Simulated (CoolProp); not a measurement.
Octamethylcyclotetrasiloxane (D4) along the isobar 39.5 bar: density (kg/m³) from the reference equation and from simpler models built on Tc = 586.5 K, pc = 13.47 bar, ω = 0.598; each cubic takes its own stable root.

Computed with CoolProp (reference Helmholtz-energy equation of state, Thol 2015).

```json
[
 {"T (K)": "455.3", "phase": "liquid", "reference": "775.8"},
 {"T (K)": "466.3", "phase": "liquid", "reference": "762.0"},
 {"T (K)": "477.3", "phase": "liquid", "reference": "747.9"},
 {"T (K)": "488.3", "phase": "liquid", "reference": "733.5"},
 {"T (K)": "499.2", "phase": "liquid", "reference": "718.9"},
 {"T (K)": "510.2", "phase": "liquid", "reference": "703.7"},
 {"T (K)": "521.2", "phase": "liquid", "reference": "688.0"},
 {"T (K)": "532.2", "phase": "liquid", "reference": "671.8"},
 {"T (K)": "543.1", "phase": "liquid", "reference": "655.0"},
 {"T (K)": "554.1", "phase": "liquid", "reference": "637.4"},
 {"T (K)": "565.1", "phase": "liquid", "reference": "619.0"},
 {"T (K)": "576.1", "phase": "liquid", "reference": "599.6"},
 {"T (K)": "587.1", "phase": "supercritical", "reference": "579.0"},
 {"T (K)": "598", "phase": "supercritical", "reference": "557.4"},
 {"T (K)": "609", "phase": "supercritical", "reference": "534.2"},
 {"T (K)": "620", "phase": "supercritical", "reference": "509.6"}
]
```

### Question
How far does each simpler model (van der Waals, Redlich-Kwong, Soave-Redlich-Kwong, Peng-Robinson) lie from the reference over these 16 states: mean and median of the absolute difference, and the worst?

### Answer
- van der Waals: mean 32.2 %, median 33.3 %, worst -37.4 % at 455.3 K and 39.5 bar
- Redlich-Kwong: mean 11.8 %, median 12.5 %, worst -13.3 % at 455.3 K and 39.5 bar
- Soave-Redlich-Kwong: mean 9.2 %, median 8.6 %, worst -12.4 % at 620 K and 39.5 bar
- Peng-Robinson: mean 2.7 %, median 3.0 %, worst +4.1 % at 466.3 K and 39.5 bar
